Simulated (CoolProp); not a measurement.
Vapour pressure (MPa) of methanol: the reference equation beside estimates from Tc = 513.4 K, pc = 8.216 MPa, ω = 0.565. Clausius-Clapeyron is anchored at 405.4 K with a constant enthalpy of vaporisation of 29.69 kJ/mol.

The numbers come from the reference Helmholtz-energy equation of state, de Reuck 1993 in CoolProp.

```json
[
 {"T (K)": "402.2", "reference": "0.8208", "Lee-Kesler": "0.8383", "Clausius-Clapeyron": "0.8329", "Soave-Redlich-Kwong": "0.8445", "Peng-Robinson": "0.8417"},
 {"T (K)": "405.4", "reference": "0.8933", "Lee-Kesler": "0.9126", "Clausius-Clapeyron": "0.8933", "Soave-Redlich-Kwong": "(withheld)", "Peng-Robinson": "0.9161"},
 {"T (K)": "408.6", "reference": "0.9708", "Lee-Kesler": "0.9918", "Clausius-Clapeyron": "0.9571", "Soave-Redlich-Kwong": "1.001", "Peng-Robinson": "0.9956"},
 {"T (K)": "411.9", "reference": "1.056", "Lee-Kesler": "1.079", "Clausius-Clapeyron": "(withheld)", "Soave-Redlich-Kwong": "1.090", "Peng-Robinson": "1.083"},
 {"T (K)": "415.1", "reference": "1.145", "Lee-Kesler": "(withheld)", "Clausius-Clapeyron": "1.097", "Soave-Redlich-Kwong": "(withheld)", "Peng-Robinson": "1.174"},
 {"T (K)": "418.3", "reference": "1.239", "Lee-Kesler": "1.265", "Clausius-Clapeyron": "(withheld)", "Soave-Redlich-Kwong": "(withheld)", "Peng-Robinson": "1.270"},
 {"T (K)": "421.6", "reference": "1.342", "Lee-Kesler": "1.369", "Clausius-Clapeyron": "1.253", "Soave-Redlich-Kwong": "(withheld)", "Peng-Robinson": "1.375"},
 {"T (K)": "424.8", "reference": "1.449", "Lee-Kesler": "1.477", "Clausius-Clapeyron": "1.336", "Soave-Redlich-Kwong": "1.497", "Peng-Robinson": "1.484"},
 {"T (K)": "428", "reference": "1.563", "Lee-Kesler": "1.592", "Clausius-Clapeyron": "1.422", "Soave-Redlich-Kwong": "1.614", "Peng-Robinson": "1.600"},
 {"T (K)": "431.3", "reference": "1.687", "Lee-Kesler": "1.716", "Clausius-Clapeyron": "1.516", "Soave-Redlich-Kwong": "1.742", "Peng-Robinson": "1.726"}
]
```

### Question
Complete the blanks.

### Answer

- 405.4, Soave-Redlich-Kwong: 0.9200
- 411.9, Clausius-Clapeyron: 1.027
- 415.1, Lee-Kesler: 1.169
- 415.1, Soave-Redlich-Kwong: 1.181
- 418.3, Clausius-Clapeyron: 1.172
- 418.3, Soave-Redlich-Kwong: 1.279
- 421.6, Soave-Redlich-Kwong: 1.386

Absolute difference from the reference over all 10 rows, mean and median: Lee-Kesler 2.0 and 2.1 %, Clausius-Clapeyron 4.9 and 4.8 %, Soave-Redlich-Kwong 3.2 and 3.2 %, Peng-Robinson 2.5 and 2.5 %.
